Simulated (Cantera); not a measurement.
A perfectly stirred reactor is fed with CH₄ : H₂ : O₂ = 0.019 : 1 : 0.0074 (molar parts), equivalence ratio 73, at 0.0267 bar; it is held at 2600 K, and followed from long to short residence time.

Cantera simulation using GRI-Mech 3.0 (53 species, 325 reactions); the numbers are that mechanism's predictions, not measurements. Radical loss at walls, strong at low pressure, is not modelled.

Question: Predict: x(CH₄) at τ = 0.320 s; x(H₂) at τ = 0.320 s; x(O₂) at τ = 0.320 s; x(C₂H₂) at τ = 0.320 s; x(CH₄) at τ = 34.0 ms; x(H₂) at τ = 34.0 ms; x(O₂) at τ = 34.0 ms; x(C₂H₂) at τ = 34.0 ms; x(C₂H₆) at τ = 34.0 ms.

Answer: 
```json
{
 "x(CH₄) at τ = 0.320 s": "1.87e-5",
 "x(H₂) at τ = 0.320 s": "0.832",
 "x(O₂) at τ = 0.320 s": "2.14e-7",
 "x(C₂H₂) at τ = 0.320 s": "0.00188",
 "x(CH₄) at τ = 34.0 ms": "0.000342",
 "x(H₂) at τ = 34.0 ms": "0.915",
 "x(O₂) at τ = 34.0 ms": "4.77e-6",
 "x(C₂H₂) at τ = 34.0 ms": "0.00366",
 "x(C₂H₆) at τ = 34.0 ms": "2.42e-9"
}
```
